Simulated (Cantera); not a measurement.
A perfectly stirred reactor is fed with CH4 : O2 : N2 : H2O = 1 : 4.55 : 17.1 : 1.6 (molar parts), equivalence ratio 0.44, at 5.00 bar; it is adiabatic with a 673 K inlet, and is followed from long to short residence time, starting on the burning branch (τ in s: 0.18, 0.08, 0.036, 0.016, 0.0072, 0.0032, 0.0014, 0.00065, 0.00029, 0.00013, 5.8e-05).

Cantera simulation using GRI-Mech 3.0 (53 species, 325 reactions); the numbers are that mechanism's predictions, not measurements.

**Question.** What does this change do: inlet temperature 673 to 350 K?

**Answer.** 
```
quantity                                                                       before                               after
------------------------------------------------  -----------------------------------  ----------------------------------
blow-out, bracketed by the residence times tried  burning at 1.40 ms, out at 0.650 ms  burning at 80.0 ms, out at 36.0 ms
x(CH4) at τ = 0.180 s                                                         8.61e-6                            0.000209
x(O2) at τ = 0.180 s                                                            0.105                               0.106
x(H2O) at τ = 0.180 s                                                           0.148                               0.148
x(HCN) at τ = 0.180 s                                                        5.08e-10                            1.66e-10
x(HO2) at τ = 0.180 s                                                         1.18e-6                             1.39e-5
x(CH4) at τ = 3.20 ms                                                        0.000183                              0.0412
x(O2) at τ = 3.20 ms                                                            0.106                               0.188
x(H2O) at τ = 3.20 ms                                                           0.148                              0.0660
x(HCN) at τ = 3.20 ms                                                         3.44e-9                              <1e-12
x(HO2) at τ = 3.20 ms                                                         2.02e-5                              <1e-12
```
